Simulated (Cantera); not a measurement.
A perfectly stirred reactor is fed with CH2O : O2 : N2 = 0.0041 : 0.0063 : 1 (molar parts), at 4.93 atm; it is held at 1348 K, and followed from long to short residence time.

Computed with Cantera and GRI-Mech 3.0 (53 species, 325 reactions).

One state of this run: x CH2O = 1.21e-6; x O2 = 0.00222; x HCO = 1.37e-9; x C2H = <1e-12; x CH2 = <1e-12. x: mole fraction; the columns are a selection and need not sum to one.

Question: Which value of τ (s) does it belong to?
A) 0.24
B) 0.0026
C) 0.51
D) 0.053

Answer: A, 0.24
